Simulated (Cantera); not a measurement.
A freely propagating, adiabatic, planar premixed flame of 12.8 % CH4, 18.3 % O2, 68.8 % N2, unburnt at 400 K and 1.80 bar; mixture-averaged transport, grid criteria slope 0.08 and curve 0.16, no radiation.

Computed with Cantera and GRI-Mech 3.0 (53 species, 325 reactions). Burning velocities carry a grid error of a few per cent, more on coarse grids.

**Question.** Predict: laminar burning velocity; thermal thickness; peak x(CH3); peak x(C2H6); peak x(C2H4); peak x(H).

**Answer.** 
- laminar burning velocity: 19.9 cm/s
- thermal thickness: 0.562 mm
- peak x(CH3): 0.00217
- peak x(C2H6): 0.00135
- peak x(C2H4): 0.00198
- peak x(H): 0.00162
